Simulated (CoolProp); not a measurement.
The fluid at 440.83 K and 1.72 MPa flows at 5.7 m/s in a round tube of 10 mm bore and 45 µm roughness, fully developed (64/Re and Nu = 3.66 if laminar; Colebrook and Gnielinski if turbulent). The same conditions are run with several fluids, on thermodynamics alone (safety and materials aside).

The numbers come from the reference Helmholtz-energy equation of state of each fluid (methane: Setzmann 1991; dry air: Lemmon 2000; oxygen: Schmidt 1985; R410A: Lemmon 2003; R124: de Vries 1995) in CoolProp. Blends and air are pseudo-pure fits.

| fluid | Reynolds number | Darcy friction factor | pressure drop (Pa/m) | heat-transfer coefficient (W/(m² K)) | mass flow (kg/h) |
|---|---|---|---|---|---|
| methane | 27600 | [?] | 401 | 545 | 12.2 |
| dry air | 30900 | 0.0324 | 712 | 374 | 21.8 |
| oxygen | [?] | 0.0324 | 790 | 383 | 24.2 |
| R410A | 106000 | 0.0304 | 1770 | 913 | 58.0 |
| R124 | 215000 | [?] | 3530 | 1820 | 117 |

**Question.** What belongs in the gaps?

**Answer.** 
- methane, Darcy friction factor: 0.0327
- oxygen, Reynolds number: 30400
- R124, Darcy friction factor: 0.0299

Above 300 K oxygen's equation is extrapolated.

Transport values come from each fluid's own correlations; those of R124 are estimates that may be off by 10 % or more.
